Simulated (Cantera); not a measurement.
Charge: 1 mol B2O3, 2.9 mol H2, equilibrated at 4300 Pa.

Cantera equilibrium calculation (NASA polynomials, part measured and part estimated; ideal gas, pure solids and liquids). Candidate condensed phases: B, B2O3, B3O3H3, H2O; 23 gas species. Equilibrium is a limit: real reactors are often held back by kinetics, nucleation or transport.

At 1575 K, list the 6 most abundant gas species with their mole fractions, and the condensed phases.

H2 0.984, HBO 0.00678, HBO2 0.00595, B2O3 0.00217, H2O 0.000734, B2O2 0.000287. Condensed: B2O3(l).
